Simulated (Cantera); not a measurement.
A closed system holds: 1 mol SiH4, 30 mol NH3, 1.9 mol N2, at 1050 K and 1.33 mbar.

These are equilibrium values from Cantera (NASA tables, ideal gas, pure condensed phases), not measurements of a reactor. Candidate condensed phases: Si, Si3N4; 18 gas species. Equilibrium is a limit: real reactors are often held back by kinetics, nucleation or transport.

Base state: H2 0.743, N2 0.257 (mole fractions); condensed: Si3N4(s).

Problem. What changes in the equilibrium state with this change: SiH4 replaced by SiH2Cl2?

Solution. 
```csv
species,before,after
H2,0.743,0.712
N2,0.257,0.257
HCl,0,0.0316
"Si3N4(s), mol",0.333,0.333
```
Further candidate phases: NH4Cl.

Problem. What changes in the equilibrium state with this change: temperature from 1050 K to 1973.15 K?

Solution. 
```tsv
species	before	after
H2	0.743	0.698
N2	0.257	0.256
H	1.92e-7	0.0309
Si	<1e-9	0.0144
SiH	<1e-9	0.000318
Si2	<1e-9	8.51e-5
SiN	<1e-9	7.41e-5
Si2N	<1e-9	6.07e-5
Si3N4(s), mol	0.333	0
```
The tables' values for SiN are old estimates; treat these amounts as uncertain. Gases not in the tables: Si2H6 and higher silanes.
